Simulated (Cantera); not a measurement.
Source: NASA polynomial tables (part measured, part estimated), evaluated in Cantera. Values are per mole of reaction as written; species without (g) are pure solids or liquids, kept so even where they would boil at 1 bar.

4 Cr + N₂(g) = 2 Cr₂N

```json
[
 {"T (K)": "598", "ΔH° (kJ)": "-246.3", "ΔS° (J/K)": "-145.5", "ΔG° (kJ)": "-159.3", "log10 K": "13.91"},
 {"T (K)": "648", "ΔH° (kJ)": "-245.3", "ΔS° (J/K)": "-144.0", "ΔG° (kJ)": "-152.0", "log10 K": "12.26"},
 {"T (K)": "698", "ΔH° (kJ)": "-244.4", "ΔS° (J/K)": "-142.6", "ΔG° (kJ)": "-144.9", "log10 K": "10.84"},
 {"T (K)": "748", "ΔH° (kJ)": "-243.4", "ΔS° (J/K)": "-141.2", "ΔG° (kJ)": "-137.8", "log10 K": "9.62"},
 {"T (K)": "798", "ΔH° (kJ)": "___", "ΔS° (J/K)": "___", "ΔG° (kJ)": "___", "log10 K": "___"},
 {"T (K)": "848", "ΔH° (kJ)": "___", "ΔS° (J/K)": "___", "ΔG° (kJ)": "___", "log10 K": "___"},
 {"T (K)": "898", "ΔH° (kJ)": "-240.3", "ΔS° (J/K)": "-137.4", "ΔG° (kJ)": "-116.9", "log10 K": "6.80"},
 {"T (K)": "948", "ΔH° (kJ)": "-239.3", "ΔS° (J/K)": "-136.3", "ΔG° (kJ)": "-110.1", "log10 K": "6.06"},
 {"T (K)": "998", "ΔH° (kJ)": "___", "ΔS° (J/K)": "___", "ΔG° (kJ)": "___", "log10 K": "___"}
]
```

Question: Some entries are withheld; supply them.

Answer: 
- 798, ΔH° (kJ): -242.4
- 798, ΔS° (J/K): -139.9
- 798, ΔG° (kJ): -130.8
- 798, log10 K: 8.56
- 848, ΔH° (kJ): -241.4
- 848, ΔS° (J/K): -138.7
- 848, ΔG° (kJ): -123.8
- 848, log10 K: 7.63
- 998, ΔH° (kJ): -238.2
- 998, ΔS° (J/K): -135.2
- 998, ΔG° (kJ): -103.3
- 998, log10 K: 5.40
